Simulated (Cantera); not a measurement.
A closed system holds: 1 mol FeS, 13 mol H₂, 1.6 mol N₂, at 1323.15 K and 1 atm.

Cantera equilibrium calculation (NASA polynomials, part measured and part estimated; ideal gas, pure solids and liquids). Candidate condensed phases: Fe, FeS, FeS₂, S; 16 gas species. Metal and sulfide melt together well below either melting point, which pure phases cannot show. Mutual solubility and eutectic melting of coexisting phases are not modelled. FeS: taken at fixed stoichiometry. Rates play no part.

What is the equilibrium state?


```json
{
 "x(H₂)": "0.883",
 "x(N₂)": "0.110",
 "x(H₂S)": "0.00699",
 "x(NH₃)": "3.15e-5",
 "x(SH)": "5.62e-6",
 "x(H)": "1.48e-6",
 "n(Fe(γ))": "0.102 mol",
 "n(FeS(s))": "0.898 mol",
 "gas_amount": "14.60 mol",
 "log10 activity of S(l) (absent)": "-4.08"
}
```
